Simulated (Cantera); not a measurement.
A closed system holds: 1 mol AlCl3, 14 mol N2O, 1.5 mol H2, at 0.0160 bar.

Equilibrium computed with Cantera from the NASA thermochemical tables; the gas is ideal and each condensed phase is pure. Candidate condensed phases: Al, AlCl3, AlN, Al2O3, H2O, NH4Cl; 45 gas species. Kinetics and transport are ignored. All values below are at 1000 K.

Base state: N2 0.607, O2 0.263, HCl 0.100, H2O 0.0149, Cl2 0.0147, Cl 0.000373, NO 3.07e-5 (mole fractions); condensed: Al2O3(s).

**Question.** What changes in the equilibrium state with this change: pressure from 0.0160 bar to 0.133 bar?

**Answer.** 
| species | before | after |
|---|---|---|
| N2 | 0.607 | 0.609 |
| O2 | 0.263 | 0.261 |
| HCl | 0.100 | 0.0868 |
| Cl2 | 0.0147 | 0.0218 |
| H2O | 0.0149 | 0.0218 |
| Cl | 0.000373 | 0.000157 |
| NO | 3.07e-5 | 3.06e-5 |
| Al2O3(s), mol | 0.500 | 0.500 |
